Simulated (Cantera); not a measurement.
## NO annealing gas

An isothermal, constant-pressure homogeneous reactor starts with 13.2 % NO, 86.8 % N₂, at 1998 K and 0.0220 bar.

Computed with Cantera and GRI-Mech 3.0 (53 species, 325 reactions). Radical loss at walls, strong at low pressure, is not modelled.

| t (s) | x NO | x N₂O | x N₂ | x O₂ | x O |
|---|---|---|---|---|---|
| 1.00e-6 | 0.132 | 4.36e-10 | 0.868 | <1e-12 | 4.36e-10 |
| 5.68e-6 | 0.132 | 2.48e-9 | 0.868 | <1e-12 | 2.48e-9 |
| 3.23e-5 | 0.132 | 1.41e-8 | 0.868 | <1e-12 | 1.41e-8 |
| 0.000184 | 0.132 | 7.97e-8 | 0.868 | 3.21e-11 | 8.04e-8 |
| 0.00104 | 0.132 | 4.43e-7 | 0.868 | 1.05e-9 | 4.66e-7 |
| 0.00593 | 0.132 | 2.21e-6 | 0.868 | 3.65e-8 | 2.93e-6 |
| 0.0337 | 0.132 | 6.76e-6 | 0.868 | 1.54e-6 | 2.22e-5 |
| 0.192 | 0.131 | 7.67e-6 | 0.868 | 6.75e-5 | 0.000135 |
| 1.09 | 0.129 | 6.91e-6 | 0.870 | 0.00129 | 0.000288 |
| 6.19 | 0.109 | 4.55e-6 | 0.879 | 0.0110 | 0.000526 |
| 35.2 | 0.0240 | 2.18e-7 | 0.922 | 0.0532 | 0.00104 |
| 200 | 0.00455 | 4.13e-8 | 0.931 | 0.0629 | 0.00112 |
x: mole fraction; the columns are a selection and need not sum to one.

Equilibrium at this temperature and pressure: NO 0.00455, N₂O 4.13e-8, N₂ 0.931, O₂ 0.0629, O 0.00112 (gas phase only).
